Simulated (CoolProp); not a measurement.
Properties of sulfur hexafluoride along the isobar 13.9 MPa (Tc = 318.7 K, pc = 3.755 MPa, ω = 0.210).

Computed with CoolProp (reference Helmholtz-energy equation of state, Guder 2009).

| T (K) | phase | Z | cv (kJ/(kg K)) | speed of sound (m/s) | isothermal compressibility (1/MPa) | expansivity (1/kK) | viscosity (µPa s) |
|---|---|---|---|---|---|---|---|
| 265.9 | liquid | 0.5333 | 0.6063 | 477.8 | 0.003778 | 2.682 | 281 |
| 274.3 | liquid | 0.5291 | 0.6199 | 449.8 | 0.004357 | 2.830 | 252 |
| 282.7 | liquid | 0.5261 | 0.6331 | 422.7 | 0.005055 | 2.996 | 226 |
| 291 | liquid | 0.5244 | 0.6459 | 396.8 | 0.005890 | 3.182 | 204 |
| 299.4 | liquid | 0.5239 | 0.6585 | 371.4 | 0.006921 | 3.395 | 185 |
| 307.7 | liquid | 0.5249 | 0.6707 | 347.3 | 0.008172 | 3.633 | 167 |
| 316.1 | liquid | 0.5273 | 0.6828 | 323.8 | 0.009734 | 3.904 | 152 |
| 324.4 | supercritical | 0.5314 | 0.6944 | 301.7 | 0.01164 | 4.206 | 138 |
| 332.8 | supercritical | 0.5374 | 0.7059 | 280.6 | 0.01403 | 4.543 | 125 |
| 341.1 | supercritical | 0.5453 | 0.7168 | 261.1 | 0.01693 | 4.905 | 114 |
| 349.5 | supercritical | 0.5554 | 0.7275 | 243.0 | 0.02048 | 5.291 | 103 |
| 357.9 | supercritical | 0.5680 | 0.7378 | 226.8 | 0.02470 | 5.676 | 93.5 |
| 366.2 | supercritical | 0.5827 | 0.7473 | 212.8 | 0.02949 | 6.030 | 85.0 |

Viscosity comes from a separate model (Quiñones-Cisneros 2012).
